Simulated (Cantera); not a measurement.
Adiabatic ignition

An adiabatic, constant-volume homogeneous reactor starts with CO : H₂ : O₂ : N₂ = 1 : 0.097 : 0.457 : 1.72 (molar parts), at 1075 K and 1.01 bar.

Cantera simulation using GRI-Mech 3.0 (53 species, 325 reactions); the numbers are that mechanism's predictions, not measurements.

| t (s) | T (K) | P (bar) | x CO | x H₂ | x O₂ | x N₂O | x H | x CO₂ | x O |
|---|---|---|---|---|---|---|---|---|---|
| 2.00e-6 | 1075 | 1.01 | 0.305 | 0.0296 | 0.140 | <1e-12 | 9.97e-11 | 4.84e-10 | 4.24e-10 |
| 1.11e-5 | 1075 | 1.01 | 0.305 | 0.0296 | 0.140 | <1e-12 | 1.85e-9 | 3.89e-9 | 2.20e-9 |
| 6.16e-5 | 1075 | 1.01 | 0.305 | 0.0296 | 0.140 | <1e-12 | 1.29e-7 | 2.65e-7 | 9.61e-8 |
| 0.000342 | 2603 | 2.26 | 0.159 | 0.00292 | 0.0419 | 5.38e-7 | 0.00622 | 0.173 | 0.0143 |
| 0.00190 | 2846 | 2.42 | 0.139 | 0.00241 | 0.0288 | 9.13e-7 | 0.00305 | 0.199 | 0.00712 |
| 0.0105 | 2845 | 2.42 | 0.139 | 0.00241 | 0.0285 | 9.23e-7 | 0.00303 | 0.199 | 0.00705 |
| 0.0585 | 2845 | 2.42 | 0.139 | 0.00241 | 0.0285 | 9.23e-7 | 0.00303 | 0.199 | 0.00705 |
| 0.325 | 2845 | 2.42 | 0.139 | 0.00241 | 0.0285 | 9.23e-7 | 0.00303 | 0.199 | 0.00705 |
| 1.80 | 2845 | 2.42 | 0.139 | 0.00241 | 0.0285 | 9.23e-7 | 0.00303 | 0.199 | 0.00705 |
| 10.0 | 2845 | 2.42 | 0.139 | 0.00241 | 0.0285 | 9.23e-7 | 0.00303 | 0.199 | 0.00705 |
x: mole fraction; the columns are a selection and need not sum to one.

```
Quantity                                                             Value
---------------------------------  ---------------------------------------
time of steepest temperature rise                                 0.237 ms
temperature at 10.0 s                                               2845 K
equilibrium temperature                                             2845 K
x(CO) at 10.0 s                        0.139 (gas-phase equilibrium 0.139)
x(H₂) at 10.0 s                    0.00241 (gas-phase equilibrium 0.00241)
x(O₂) at 10.0 s                      0.0285 (gas-phase equilibrium 0.0285)
```
